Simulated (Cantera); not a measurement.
What does this Cantera script print?

```python
import numpy as np
import cantera as ct

gas_names = """
    CL CLO CL2 H HCL HOCL HO2 H2 H2O H2O2 O OH O2 O3 Si SiCL SiCL2 SiCL3 SiCL4 SiH SiHCL3 SiH2 SiH2CL2
    SiH3 SiH3CL SiH4 SiO SiO2 Si2 Si3
""".split()
cond_names = """
    H2O(s) H2O(L) Si(cr) Si(L) SiO2(Lqz) SiO2(hqz) SiO2(L)
""".split()


# ... load() reads the species with a 1 bar reference pressure and builds the phases ...
atoms = {
    'SiH2Cl2': {'Si': 1, 'H': 2, 'CL': 2},
    'O3': {'O': 3},
}
top_T = {}  # K; cautious upper limits of use, not melting points


# ... equilibrate(T, P, feed) seeds the gas with the atoms and calls Mixture.equilibrate('TP', solver="vcs", rtol=1e-11, max_steps=5000) ...
results = []
feed = {'SiH2Cl2': 1, 'O3': 3.4}  # mol
T = 1048.15  # K
P = 13  # Pa
mix = equilibrate(T, P, feed)
results.append((T, P, feed, dict(zip(mix.species_names, mix.species_moles))))
x = sorted(zip(gas.X, gas.species_names), reverse=True)
print(f"T = {T:g} K  P = {P:g} Pa  gas = {mix.phase_moles(0):.4g} mol")
print("   x: " + "  ".join(f"{s} {v:.3e}" for v, s in x if v > 0.001))
print("   condensed (mol): " + ("  ".join(f"{mix.phase(i).name} {mix.phase_moles(i):.4g}"
      for i in range(1, mix.n_phases) if mix.phase_moles(i) > 1e-12) or "none"))
```

Result:

```
T = 1048.15 K  P = 13 Pa  gas = 6.074 mol
   x: O2 6.669e-01  HCL 2.969e-01  H2O 1.617e-02  CL2 1.240e-02  CL 7.543e-03
   condensed (mol): SiO2(hqz) 1
```

These are equilibrium values from Cantera (NASA tables, ideal gas, pure condensed phases), not measurements of a reactor.
